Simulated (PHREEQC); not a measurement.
Solution A (0.064 mol/kgw CuSO4, 0.00032 mol/kgw HBF4 and 4.1e-05 mol/kgw FeCl3) is mixed with solution B (0.028 mol/kgw Cu(NO3)2, 0.00019 mol/kgw HBF4 and 0.0079 mol/kgw Na2SO4) at 25 °C; shares are by mass of water, 1 kg in all. O2 is buffered at 0.21 atm. The system is closed to CO2. Solids allowed: Fe(OH)3(a), Halite. Others were left out.

Model: ion-association model, phreeqc.dat, run in PHREEQC.

| share of solution B | pH | FeF2+ (mol/kgw) | FeF3 (mol/kgw) | FeF+2 (mol/kgw) |
|---|---|---|---|---|
| 0 | 3.44 | 2.35e-5 | 1.47e-5 | 2.49e-6 |
| 0.1 | 3.44 | ___ | 1.30e-5 | ___ |
| 0.2 | 3.43 | ___ | 1.13e-5 | ___ |
| 0.3 | 3.43 | 1.69e-5 | 9.69e-6 | 1.93e-6 |
| 0.4 | 3.43 | 1.46e-5 | 8.12e-6 | 1.71e-6 |
| 0.5 | 3.43 | 1.23e-5 | 6.60e-6 | 1.48e-6 |
| 0.6 | 3.43 | ___ | 5.14e-6 | 1.24e-6 |
| 0.7 | 3.43 | 7.51e-6 | 3.74e-6 | ___ |
| 0.8 | 3.42 | 5.06e-6 | 2.42e-6 | 6.74e-7 |
| 0.9 | 3.42 | 2.55e-6 | 1.17e-6 | 3.54e-7 |
| 1 | 3.41 | 0 | 0 | 0 |

Q: Complete the blanks.

A: 
- 0.1, FeF2+ (mol/kgw): 2.13e-5
- 0.1, FeF+2 (mol/kgw): 2.31e-6
- 0.2, FeF2+ (mol/kgw): 1.91e-5
- 0.2, FeF+2 (mol/kgw): 2.13e-6
- 0.6, FeF2+ (mol/kgw): 9.92e-6
- 0.7, FeF+2 (mol/kgw): 9.67e-7

Complexes and solids missing from the database can't appear. Real BF4- forms and hydrolyses slowly; the run takes it at equilibrium. Fluoro complexes past AlF4- and FeF3 are missing from the database.
